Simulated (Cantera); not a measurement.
Source: NASA polynomial tables (part measured, part estimated), evaluated in Cantera. Values are per mole of reaction as written; species without (g) are pure solids or liquids, kept so even where they would boil at 1 bar.

Q: Between 1750 and 2050 K, where is each reaction favourable under standard conditions?
- 2 Si + O2(g) ⇌ 2 SiO(g)
- 2 Pb + O2(g) ⇌ 2 PbO(g)
- 4 Li + O2(g) ⇌ 2 Li2O

A: 
- 2 Si + O2(g) ⇌ 2 SiO(g): ΔG° is -490 kJ at 1750 K and -518 kJ at 2050 K; it stays negative (K > 1). ΔH° is -331 kJ and ΔS° 91 J/K at 2050 K.
- 2 Pb + O2(g) ⇌ 2 PbO(g): ΔG° is -64 kJ at 1750 K and -93 kJ at 2050 K; it stays negative (K > 1). ΔH° is 98 kJ and ΔS° 93 J/K at 2050 K.
- 4 Li + O2(g) ⇌ 2 Li2O: ΔG° is -732 kJ at 1750 K and -668 kJ at 2050 K; it stays negative (K > 1). ΔH° is -1053 kJ and ΔS° -188 J/K at 2050 K.
